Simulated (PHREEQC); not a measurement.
Dissolve 0.4 mol/kgw Na2SO4, 0.34 mol/kgw KCl and 4.4 mol/kgw KBr at 25 °C. Closed to the air; pH follows from the charge balance.

Equilibrium calculation in PHREEQC: Pitzer model, pitzer.dat.

| quantity | before | after |
|---|---|---|
| pH | 7.06 | 6.71 |
| ionic strength (mol/kgw) | 5.94 | 5.94 |

Question: Which change was made?
A. KCl replaced by K2CO3 at the same molality
B. KCl left out
C. KBr replaced by K2CO3 at the same molality
D. KBr from 4.4 to 3.96 mol/kgw
E. KBr replaced by NaBr at the same molality

Answer: E, KBr replaced by NaBr at the same molality

This is a speciation only: nothing precipitates in the calculation. Some of these states are supersaturated (in Arcanite, Glaserite, for instance).
